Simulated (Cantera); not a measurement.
Input (Python, Cantera):

```python
import numpy as np
import cantera as ct

surf = ct.Interface("ptcombust.yaml", "Pt_surf")
gas = surf.adjacent["gas"]
gas.TPX = 825, 500000, {'CH4': 0.0044, 'O2': 0.014, 'N2': 0.79}
surf.TP = 825, 500000
reactor = ct.FlowReactor(gas, clone=False)
reactor.area = 0.0001  # m2
reactor.surface_area_to_volume_ratio = 3900  # 1/m
reactor.mass_flow_rate = 4.8 * reactor.area * gas.density  # inlet velocity 4.8 m/s
reactor.energy_enabled = False
wall = ct.ReactorSurface(surf, reactor, clone=False)
net = ct.ReactorNet([reactor])
net.rtol, net.atol = 1e-8, 1e-16
show, cover = ['CH4', 'O2', 'H2O', 'CO2', 'CO'], ['PT(S)', 'H(S)', 'O(S)', 'OH(S)', 'CO(S)', 'C(S)']

rows = []
print(f"{'z/m':>9s}{'u/(m/s)':>9s}" + "".join(f"{s:>13s}" for s in show + cover))
for z in [0.00027, 0.00058, 0.0012, 0.0027, 0.0058, 0.012, 0.027]:
    net.advance(z)
    rows.append([reactor.speed, *gas[show].X, *surf[cover].coverages])
    print(f"{z:9.4g}{rows[-1][0]:9.3g}" + "".join(f"{x:13.4e}" for x in rows[-1][1:]))
```

Result:

```
      z/m  u/(m/s)          CH4           O2          H2O          CO2           CO        PT(S)         H(S)         O(S)        OH(S)        CO(S)         C(S)
  0.00027      4.8   5.4390e-03   1.7311e-02   7.6277e-06   3.6399e-06   1.7391e-07   5.4076e-02   1.2340e-09   9.4571e-01   1.8848e-04   2.1073e-05   4.6783e-08
  0.00058      4.8   5.4347e-03   1.7302e-02   1.6380e-05   7.8560e-06   3.3370e-07   5.4080e-02   1.5124e-09   9.4566e-01   2.3497e-04   2.1251e-05   4.6754e-08
   0.0012      4.8   5.4259e-03   1.7285e-02   3.3867e-05   1.6375e-05   5.5852e-07   5.4089e-02   1.9469e-09   9.4558e-01   3.0748e-04   2.1496e-05   4.6701e-08
   0.0027      4.8   5.4048e-03   1.7242e-02   7.6089e-05   3.7235e-05   8.0895e-07   5.4114e-02   2.7144e-09   9.4543e-01   4.3540e-04   2.1741e-05   4.6577e-08
   0.0058      4.8   5.3614e-03   1.7156e-02   1.6299e-04   8.0584e-05   9.0839e-07   5.4176e-02   3.8302e-09   9.4518e-01   6.2083e-04   2.1755e-05   4.6335e-08
    0.012      4.8   5.2751e-03   1.6983e-02   3.3543e-04   1.6681e-04   9.0539e-07   5.4319e-02   5.4044e-09   9.4478e-01   8.8062e-04   2.1557e-05   4.5888e-08
    0.027      4.8   5.0699e-03   1.6573e-02   7.4577e-04   3.7200e-04   8.7291e-07   5.4713e-02   8.0425e-09   9.4396e-01   1.3086e-03   2.1084e-05   4.4881e-08
```

Cantera simulation using Deutschmann's 1995 Pt surface mechanism with GRI-Mech 3.0 gas chemistry; the numbers are that mechanism's predictions, not measurements. Catalytic surfaces can have several steady states; this one follows from the mechanism file's or the stated starting coverage. Mass transfer to the wall is taken as infinitely fast.
